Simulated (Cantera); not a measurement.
## Premixed flame

A freely propagating, adiabatic, planar premixed flame of CO : H2 : CH4 : O2 : N2 : CO2 = 1 : 0.13 : 0.052 : 0.515 : 1.44 : 0.015 (molar parts), equivalence ratio 1.3, unburnt at 600 K and 10.0 bar; mixture-averaged transport, grid criteria slope 0.08 and curve 0.16, no radiation.

Detailed kinetics in Cantera: GRI-Mech 3.0 (53 species, 325 reactions). Burning velocities carry a grid error of a few per cent, more on coarse grids.

```csv
z (mm),T (K),u (m/s),x CO,x H2,x CH4,x H2O2,x CH3,x O2
-0.106,600,1.98,0.317,0.0411,0.0165,<1e-8,<1e-8,0.163
-0.0708,600,1.98,0.317,0.0406,0.0165,4.90e-8,<1e-8,0.163
-0.0531,601,1.98,0.318,0.0396,0.0165,4.93e-7,<1e-8,0.164
-0.0354,607,1.99,0.318,0.0371,0.0165,4.33e-6,4.58e-8,0.164
-0.0177,716,2.33,0.317,0.0293,0.0155,7.97e-5,4.76e-6,0.160
-0.00885,1075,3.48,0.304,0.0220,0.0111,0.000146,0.000106,0.142
0,1586,5.05,0.273,0.0138,0.00317,9.02e-6,0.000252,0.102
0.00885,1910,5.96,0.231,0.00833,0.000197,1.80e-6,4.04e-5,0.0655
0.0177,2091,6.41,0.199,0.00720,5.24e-6,1.14e-6,1.72e-6,0.0463
0.0354,2290,6.89,0.169,0.00744,<1e-8,6.90e-7,<1e-8,0.0314
0.0708,2471,7.33,0.152,0.00694,<1e-8,4.51e-7,<1e-8,0.0224
0.142,2614,7.67,0.139,0.00609,<1e-8,3.32e-7,<1e-8,0.0157
0.283,2708,7.89,0.130,0.00549,<1e-8,2.76e-7,<1e-8,0.0108
```
x: mole fraction of selected species; z is measured from the peak of heat release.

```
Quantity                      Value
------------------------  ---------
laminar burning velocity   198 cm/s
thermal thickness         0.0354 mm
peak x(H2O2)               0.000153
peak x(CH3)                0.000266
grid points                     147
```
